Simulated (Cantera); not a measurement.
An adiabatic, constant-volume homogeneous reactor starts with 10.3 % CH4, 18.8 % O2, 70.7 % N2, 0.155 % C2H6, equivalence ratio 1.1, at 1400 K and 750 Torr.

Detailed kinetics in Cantera: GRI-Mech 3.0 (53 species, 325 reactions).

x: mole fraction; the columns are a selection and need not sum to one.

| t (s) | T (K) | P (bar) | x CH4 | x O2 | x H | x C2H | x C2H4 | x CH2O | x H2O |
|---|---|---|---|---|---|---|---|---|---|
| 3.00e-6 | 1400 | 1.000 | 0.103 | 0.188 | 2.24e-9 | <1e-12 | 1.90e-9 | 5.73e-9 | 1.03e-8 |
| 1.19e-5 | 1400 | 1.000 | 0.103 | 0.188 | 4.18e-9 | <1e-12 | 2.82e-8 | 9.47e-8 | 1.38e-7 |
| 4.75e-5 | 1400 | 1.000 | 0.103 | 0.188 | 1.44e-8 | <1e-12 | 4.47e-7 | 1.63e-6 | 2.22e-6 |
| 0.000189 | 1400 | 1.000 | 0.103 | 0.188 | 8.85e-8 | <1e-12 | 8.77e-6 | 3.21e-5 | 4.58e-5 |
| 0.000754 | 1404 | 1.00 | 0.102 | 0.187 | … | <1e-12 | … | … | … |
| 0.00300 | 2904 | 2.21 | <1e-12 | 0.0123 | 0.0135 | <1e-12 | <1e-12 | 1.54e-9 | 0.151 |
| 0.0119 | 2902 | 2.21 | <1e-12 | 0.0120 | 0.0135 | <1e-12 | <1e-12 | 1.55e-9 | 0.151 |
| 0.0475 | 2902 | 2.21 | <1e-12 | 0.0120 | 0.0135 | <1e-12 | <1e-12 | 1.55e-9 | 0.151 |
| 0.189 | 2902 | 2.21 | <1e-12 | 0.0120 | 0.0135 | <1e-12 | <1e-12 | 1.55e-9 | 0.151 |
| 0.754 | 2902 | 2.21 | <1e-12 | 0.0120 | 0.0135 | <1e-12 | <1e-12 | 1.55e-9 | 0.151 |
| 3.00 | 2902 | 2.21 | <1e-12 | 0.0120 | 0.0135 | <1e-12 | <1e-12 | 1.55e-9 | 0.151 |

Q: Complete the blanks.

A: 
- 0.000754, x H: 3.43e-7
- 0.000754, x C2H4: 0.000128
- 0.000754, x CH2O: 0.000409
- 0.000754, x H2O: 0.000701
